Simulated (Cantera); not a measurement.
**Hydrocarbon pyrolysis for carbon deposition**

An isothermal, constant-pressure homogeneous reactor starts with 10.0 % C2H6, 90.0 % H2, at 1100 K and 23.3 Torr.

Computed with Cantera and GRI-Mech 3.0 (53 species, 325 reactions). GRI-Mech 3.0 stops at C3 and has no aromatics, soot or wall deposition, so with more carbon than oxygen in the feed, carbon stays in small species such as C2H2 where larger ones or solid carbon would form. Radical loss at walls, strong at low pressure, is not modelled.

```tsv
t (s)	x C2H6	x H2	x CH3	x C2H	x C2H2	x H	x CH4
9.00e-6	0.100	0.900	2.57e-8	<1e-12	<1e-12	6.22e-10	8.04e-10
2.88e-5	0.1000	0.900	7.69e-8	<1e-12	<1e-12	4.16e-9	7.85e-9
9.19e-5	0.1000	0.900	2.01e-7	<1e-12	<1e-12	1.84e-8	7.01e-8
0.000294	0.1000	0.900	3.72e-7	<1e-12	<1e-12	6.16e-8	4.94e-7
0.000939	0.1000	0.900	4.35e-7	<1e-12	1.05e-12	1.93e-7	2.35e-6
0.00300	0.0999	0.900	5.32e-7	<1e-12	1.34e-10	6.05e-7	9.07e-6
0.00959	0.0995	0.900	1.51e-6	<1e-12	1.43e-8	1.87e-6	5.17e-5
0.0306	0.0954	0.900	7.00e-6	<1e-12	1.16e-6	4.71e-6	0.000667
0.0979	0.0767	0.900	9.59e-6	<1e-12	3.39e-5	6.03e-6	0.00479
0.313	0.0371	0.898	6.95e-6	<1e-12	0.000376	6.32e-6	0.0146
1.00	0.00564	0.896	2.79e-6	<1e-12	0.00206	4.62e-6	0.0235
```
x: mole fraction; the columns are a selection and need not sum to one.

Equilibrium at this temperature and pressure: C2H6 1.87e-5, H2 0.803, CH3 5.89e-7, C2H <1e-12, C2H2 0.000812, H 1.32e-7, CH4 0.195 (gas phase only).
